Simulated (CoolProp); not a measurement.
Vapour-liquid equilibrium of ethane (1) + propane (2) at 3.68 bar; x and y are mole fractions of (1).

Model: multi-fluid Helmholtz-energy mixture model, Bücker 2006 and Lemmon 2009; pair parameters Kunz 2012, in CoolProp.

```tsv
x	bubble temperature, mixture model (°C)	bubble temperature, Raoult's law (°C)	y, mixture model	y, Raoult's law
0.05	-13.4	-14.2	0.189	0.226
0.125	-20.3	-21.9	0.402	0.458
0.2	-26.3	-28.3	0.553	0.609
0.275	-31.5	-33.6	0.664	0.713
0.35	-36.0	-38.1	0.746	0.787
0.425	-40.1	-42.0	0.809	0.841
0.5	-43.7	-45.4	0.857	0.881
0.575	-47.0	-48.4	0.895	0.912
0.65	-50.0	-51.1	0.924	0.936
0.725	-52.7	-53.5	0.948	0.956
0.8	-55.2	-55.7	0.967	0.971
0.875	-57.4	-57.7	0.982	0.984
0.95	-59.5	-59.6	0.993	0.994
```

The largest gap from Raoult's law is +2.1 K in bubble temperature, at x = 0.35. No azeotrope shows between x = 0.05 and 0.95.

Pair parameters are fitted to limited data, so mixtures are less certain than the pure fluids.
